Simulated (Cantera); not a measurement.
Mixture: 25.6 % H2, 15.6 % O2, 58.7 % N2, equivalence ratio 0.82, at 500000 Pa, adiabatic and at constant pressure. Ignition delay is the time to a rise of 400 K.

Model: the H2/O2 subset of GRI-Mech 3.0, which has no nitrogen chemistry, integrated in Cantera. The hydrogen kinetics of GRI-Mech 3.0 are dated; newer H2 mechanisms differ, most at raised pressure.

Task: At T0 = 1225 K, what is the delay, and which 6 reactions control it most (d ln τ / d ln k, from doubling and halving each rate constant)?

Result: The delay is 11.9 µs.
| reaction | d ln τ / d ln k | faster rate |
|---|---|---|
| H + O2 <=> O + OH | -1.65 | shortens it |
| H + O2 + N2 <=> HO2 + N2 | 0.49 | lengthens it |
| H + O2 + M <=> HO2 + M | 0.32 | lengthens it |
| H2 + O <=> H + OH | -0.20 | shortens it |
| H + O2 + O2 <=> HO2 + O2 | 0.09 | lengthens it |
| H2 + OH <=> H + H2O | -0.09 | shortens it |
